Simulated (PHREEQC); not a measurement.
Consider water at 88 °C with 2.6 mmol/kgw NH4HSO4. Closed to the air; pH follows from the charge balance.

Computed with PHREEQC (ion-association model, wateq4f.dat).

| quantity | before | after |
|---|---|---|
| pH | 2.82 | 3.44 |
| ionic strength (mol/kgw) | 0.00584 | 0.00645 |

Question: Name the change that produced these shifts.
(A) NH4HSO4 replaced by (NH4)2SiF6 at the same molality
(B) temperature from 88 to 10 °C
(C) NH4HSO4 replaced by NH3 at the same molality
(D) diluted 100-fold with water
(E) NH4HSO4 from 0.0026 to 0.0039 mol/kgw

Answer: A, NH4HSO4 replaced by (NH4)2SiF6 at the same molality

Precipitation was switched off in this run. Some of these states are supersaturated (in Quartz (slow to form), Chalcedony (slow to form), for instance). Away from 25 °C the constants follow the database's enthalpies or fits; those with neither stay at their 25 °C values. SiF6-2 is the database's only silicon fluoride.
